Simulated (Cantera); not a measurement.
A perfectly stirred reactor is fed with NO : N₂ = 1 : 0.7 (molar parts), at 100.0 Torr; it is held at 1900 K, and followed from long to short residence time.

Model: GRI-Mech 3.0 (53 species, 325 reactions), integrated in Cantera.

x: mole fraction; the columns are a selection and need not sum to one.

```tsv
τ (s)	x NO	x N₂	x O	x N₂O	x NO₂	x O₂
1.0	0.528	0.441	0.000167	0.000109	?	0.0296
0.41	0.563	0.424	0.000127	0.000126	?	0.0124
0.17	0.578	0.417	0.000105	0.000132	?	0.00505
0.070	0.584	0.414	9.17e-5	0.000130	?	0.00198
0.029	0.586	0.413	8.23e-5	0.000119	?	0.000737
0.012	0.587	0.412	7.08e-5	9.76e-5	?	0.000240
0.0049	0.588	0.412	5.29e-5	6.67e-5	?	5.82e-5
0.0020	0.588	0.412	3.09e-5	3.74e-5	?	9.21e-6
0.00082	0.588	0.412	1.50e-5	1.80e-5	?	1.20e-6
0.00034	0.588	0.412	6.99e-6	8.04e-6	?	1.87e-7
```

### Question
What belongs in the gaps?

### Answer

- 1.0, x NO₂: 0.000156
- 0.41, x NO₂: 0.000120
- 0.17, x NO₂: 9.60e-5
- 0.070, x NO₂: 8.22e-5
- 0.029, x NO₂: 7.25e-5
- 0.012, x NO₂: 6.11e-5
- 0.0049, x NO₂: 4.34e-5
- 0.0020, x NO₂: 2.16e-5
- 0.00082, x NO₂: 7.27e-6
- 0.00034, x NO₂: 1.91e-6
